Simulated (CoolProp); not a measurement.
The fluoroketone C6F12O (FK-5-1-12) along the isobar 11.7 bar: Z from the reference equation and from simpler models built on Tc = 441.8 K, pc = 18.69 bar, ω = 0.471; each cubic takes its own stable root.

The numbers come from the reference Helmholtz-energy equation of state, McLinden 2015 in CoolProp.

```
T (K)   phase  reference  van der Waals  Redlich-Kwong  Soave-Redlich-Kwong  Peng-Robinson
-----  ------  ---------  -------------  -------------  -------------------  -------------
333    liquid    0.08910         0.1500         0.1051              0.09757        0.08625
342    liquid    0.08856         0.1491         0.1050              0.09723        0.08591
351    liquid    0.08820         0.1487         0.1052              0.09719        0.08584
360    liquid    0.08805         0.1487         0.1058              0.09749        0.08607
368.9  liquid    0.08813         0.1493         0.1068              0.09818        0.08666
377.9  liquid    0.08849         0.1506         0.1083              0.09936        0.08770
386.9  liquid    0.08920         0.1530         0.1107               0.1012        0.08933
395.9  liquid    0.09037         0.6484         0.1141               0.1039        0.09179
404.9  liquid    0.09224         0.6821         0.1193               0.1081        0.09553
413.9  liquid    0.09531         0.7092         0.6551               0.1148         0.1016
422.8     gas     0.6539         0.7317         0.6891               0.6688         0.6461
431.8     gas     0.6983         0.7513         0.7171               0.7083         0.6860
```

At some of these states van der Waals, Redlich-Kwong gives the other phase, because its saturation line lies elsewhere.
